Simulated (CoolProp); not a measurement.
Model: reference Helmholtz-energy equation of state, Marx 1992, in CoolProp.

Give the vapour pressure (MPa), liquid density (kg/m³), vapour density (kg/m³) of saturated R113 at 368.6, 380.9, 387.1 K.


| T (K) | p (MPa) | liquid density (kg/m³) | vapour density (kg/m³) |
|---|---|---|---|
| 368.6 | 0.392 | 1380 | 26.9 |
| 380.9 | 0.522 | 1350 | 35.6 |
| 387.1 | 0.598 | 1330 | 40.8 |
